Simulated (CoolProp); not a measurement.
A single-stage vapour-compression cycle with the fluid: evaporating at 316.15 K (dew point), condensing at 370.15 K (bubble point), superheat 0 K, subcooling 0 K, compressor efficiency 0.85, no pressure losses. The same conditions are run with several fluids, on thermodynamics alone (safety and materials aside).

Computed with CoolProp (reference Helmholtz-energy equation of state of each fluid (R114: Platzer 1990; cyclopropane: Polt 1992; ethanol: Schroeder 2014; dimethyl ether: Wu 2011; n-hexane: Thol 2019; n-heptane: Span 2003)). The equations of Platzer and Polt are older, rougher fits.

```
fluid           cooling COP  pressure ratio  discharge temperature (K)  refrigerating effect (kJ/kg)  volumetric capacity (kJ/m³)
--------------  -----------  --------------  -------------------------  ----------------------------  ---------------------------
R114                   3.14            3.63                      370.1                          61.9                         1650
cyclopropane            [?]            3.03                        [?]                           224                         4980
ethanol                4.35            9.70                      423.4                           746                          275
dimethyl ether          [?]            3.24                        [?]                           219                         4410
n-hexane               3.73            5.45                      370.1                           220                          309
n-heptane              3.77            6.92                      370.2                           223                          121
```

Problem. Complete the blanks.

Solution. 
- cyclopropane, cooling COP: 3.30
- cyclopropane, discharge temperature (K): 384.6
- dimethyl ether, cooling COP: 3.32
- dimethyl ether, discharge temperature (K): 383.3

The compression ends wet for: R114; n-hexane; n-heptane.
